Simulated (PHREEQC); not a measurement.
A solution holds 0.0064 mol/kgw H2SO4 and 0.11 mol/kgw MnSO4, at 25 °C. Closed to the air; pH follows from the charge balance.

Equilibrium calculation in PHREEQC: Pitzer model, pitzer.dat.

Each row changes one thing in this solution. No solid was allowed to form.

```json
[
 {"case": "as made", "pH": "2.49", "ionic strength (mol/kgw)": "0.444", "SO4-2 (mol/kgw)": "0.109", "HSO4- (mol/kgw)": "0.00780"},
 {"case": "MnSO4 from 0.11 to 0.011 mol/kgw", "pH": "2.15", "ionic strength (mol/kgw)": "0.0550", "SO4-2 (mol/kgw)": "0.0133", "HSO4- (mol/kgw)": "0.00408"},
 {"case": "H2SO4 from 0.0064 to 0.0096 mol/kgw", "pH": "2.31", "ionic strength (mol/kgw)": "0.446", "SO4-2 (mol/kgw)": "0.108", "HSO4- (mol/kgw)": "0.0117"},
 {"case": "MnSO4 from 0.11 to 0.055 mol/kgw", "pH": "2.36", "ionic strength (mol/kgw)": "0.226", "SO4-2 (mol/kgw)": "0.0548", "HSO4- (mol/kgw)": "0.00663"},
 {"case": "H2SO4 from 0.0064 to 0.064 mol/kgw", "pH": "1.43", "ionic strength (mol/kgw)": "0.486", "SO4-2 (mol/kgw)": "0.101", "HSO4- (mol/kgw)": "0.0731"}
]
```

Complexes and solids missing from the database can't appear.
